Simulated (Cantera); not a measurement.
Input: 1 mol Ta, 2.1 mol CH₄, a varied amount of CO₂, at 975 °C and 0.0100 bar.

Equilibrium computed with Cantera from the NASA thermochemical tables; the gas is ideal and each condensed phase is pure. Candidate condensed phases: C, C₆H₆, C₇H₈, C₈H₁₈, H₂O, Ta, TaC, Ta₂O₅; 113 gas species. Mutual solubility and eutectic melting of coexisting phases are not modelled. TaC: taken at fixed stoichiometry. Condensed phases not in the tables: Ta₂C. Rates play no part.

x: gas mole fraction; n: condensed amount in mol.

```json
[
 {"n(CO₂) (mol)": "0.23", "x H₂": "0.901", "x CO": "0.0987", "x H₂O": "1.37e-5", "x CO₂": "9.62e-7", "n C(graphite)": "0.870", "n TaC(s)": "1.00", "n Ta₂O₅(s)": "0"},
 {"n(CO₂) (mol)": "0.31", "x H₂": "0.871", "x CO": "(withheld)", "x H₂O": "(withheld)", "x CO₂": "(withheld)", "n C(graphite)": "(withheld)", "n TaC(s)": "1.00", "n Ta₂O₅(s)": "0"},
 {"n(CO₂) (mol)": "0.41", "x H₂": "0.837", "x CO": "0.163", "x H₂O": "2.10e-5", "x CO₂": "2.63e-6", "n C(graphite)": "0.690", "n TaC(s)": "1.00", "n Ta₂O₅(s)": "0"},
 {"n(CO₂) (mol)": "0.55", "x H₂": "0.792", "x CO": "0.208", "x H₂O": "2.53e-5", "x CO₂": "4.25e-6", "n C(graphite)": "0.550", "n TaC(s)": "1.00", "n Ta₂O₅(s)": "0"},
 {"n(CO₂) (mol)": "0.73", "x H₂": "0.742", "x CO": "0.258", "x H₂O": "2.94e-5", "x CO₂": "6.57e-6", "n C(graphite)": "0.370", "n TaC(s)": "1.00", "n Ta₂O₅(s)": "0"},
 {"n(CO₂) (mol)": "0.97", "x H₂": "0.684", "x CO": "0.316", "x H₂O": "3.32e-5", "x CO₂": "9.86e-6", "n C(graphite)": "0.130", "n TaC(s)": "1.00", "n Ta₂O₅(s)": "0"},
 {"n(CO₂) (mol)": "1.3", "x H₂": "0.631", "x CO": "0.369", "x H₂O": "0.000423", "x CO₂": "0.000159", "n C(graphite)": "0", "n TaC(s)": "0.944", "n Ta₂O₅(s)": "0.0280"},
 {"n(CO₂) (mol)": "1.7", "x H₂": "0.585", "x CO": "0.414", "x H₂O": "0.000406", "x CO₂": "0.000185", "n C(graphite)": "0", "n TaC(s)": "0.830", "n Ta₂O₅(s)": "0.0851"},
 {"n(CO₂) (mol)": "2.3", "x H₂": "(withheld)", "x CO": "(withheld)", "x H₂O": "0.000381", "x CO₂": "(withheld)", "n C(graphite)": "0", "n TaC(s)": "(withheld)", "n Ta₂O₅(s)": "(withheld)"},
 {"n(CO₂) (mol)": "3", "x H₂": "0.475", "x CO": "0.525", "x H₂O": "0.000353", "x CO₂": "0.000250", "n C(graphite)": "0", "n TaC(s)": "0.459", "n Ta₂O₅(s)": "0.271"}
]
```

Q: Complete the blanks.

A: 
- 2.3, x H₂: 0.528
- 2.3, x CO: 0.471
- 2.3, x CO₂: 0.000218
- 2.3, n TaC(s): 0.658
- 2.3, n Ta₂O₅(s): 0.171
- 0.31, x CO: 0.129
- 0.31, x H₂O: 1.72e-5
- 0.31, x CO₂: 1.63e-6
- 0.31, n C(graphite): 0.790
